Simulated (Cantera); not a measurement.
A perfectly stirred reactor is fed with CH₃OH : O₂ : N₂ = 0.0044 : 0.047 : 1 (molar parts), at 4500 Torr; it is held at 1248 K, and followed from long to short residence time.

Computed with Cantera and GRI-Mech 3.0 (53 species, 325 reactions). GRI-Mech 3.0 was tuned for natural gas; its chemistry of methanol as a main component is partial and can be far from experiment.

x: mole fraction; the columns are a selection and need not sum to one.

| τ (s) | x CH₃OH | x O₂ | x NO | x HCN | x CH₄ | x C₂H₄ |
|---|---|---|---|---|---|---|
| 8.7 | 1.01e-6 | 0.0384 | ___ | <1e-12 | 2.48e-10 | <1e-12 |
| 3.4 | 2.31e-6 | 0.0384 | 2.24e-8 | <1e-12 | 4.17e-10 | <1e-12 |
| 1.3 | 5.09e-6 | 0.0384 | 2.22e-8 | <1e-12 | 6.31e-10 | <1e-12 |
| 0.53 | 1.01e-5 | 0.0385 | ___ | <1e-12 | 8.84e-10 | <1e-12 |
| 0.21 | 1.99e-5 | 0.0387 | ___ | <1e-12 | 1.28e-9 | <1e-12 |
| 0.083 | 3.85e-5 | 0.0389 | ___ | <1e-12 | 2.02e-9 | <1e-12 |
| 0.033 | 7.44e-5 | 0.0392 | ___ | <1e-12 | 3.63e-9 | <1e-12 |
| 0.013 | 0.000148 | 0.0397 | 6.44e-10 | <1e-12 | 7.44e-9 | <1e-12 |
| 0.0051 | 0.000310 | 0.0403 | 1.94e-10 | <1e-12 | 1.63e-8 | 1.27e-12 |
| 0.0020 | 0.000686 | 0.0412 | 5.16e-11 | <1e-12 | 3.23e-8 | 2.50e-12 |
| 0.00079 | 0.00153 | 0.0424 | 9.71e-12 | <1e-12 | 4.21e-8 | 2.63e-12 |

Q: Some entries are withheld; supply them.

A: 
- 8.7, x NO: 2.03e-8
- 0.53, x NO: 1.79e-8
- 0.21, x NO: 1.11e-8
- 0.083, x NO: 5.23e-9
- 0.033, x NO: 1.99e-9
